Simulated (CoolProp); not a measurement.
Cyclopentane along the isotherm 294.7 K: density (kg/m³) from the reference equation and from simpler models built on Tc = 511.7 K, pc = 4583 kPa, ω = 0.202; each cubic takes its own stable root.

Model: reference Helmholtz-energy equation of state, Gedanitz 2015, in CoolProp.

```
p (kPa)   phase  reference
-------  ------  ---------
145      liquid      743.9
330      liquid      744.1
751      liquid      744.5
1710     liquid      745.4
3890     liquid      747.4
8850     liquid      751.8
20100    liquid      760.9
45800    liquid      778.7
```

Q: How far does each simpler model (van der Waals, Soave-Redlich-Kwong, Peng-Robinson) lie from the reference over these 8 states: mean and median of the absolute difference, and the worst?

A: 
- van der Waals: mean 43.1 %, median 35.9 %, worst -99.4 % at 294.7 K and 145 kPa
- Soave-Redlich-Kwong: mean 3.9 %, median 4.1 %, worst -4.2 % at 294.7 K and 145 kPa
- Peng-Robinson: mean 8.1 %, median 8.1 %, worst +8.3 % at 294.7 K and 20100 kPa

At some of these states van der Waals gives the other phase, because its saturation line lies elsewhere.
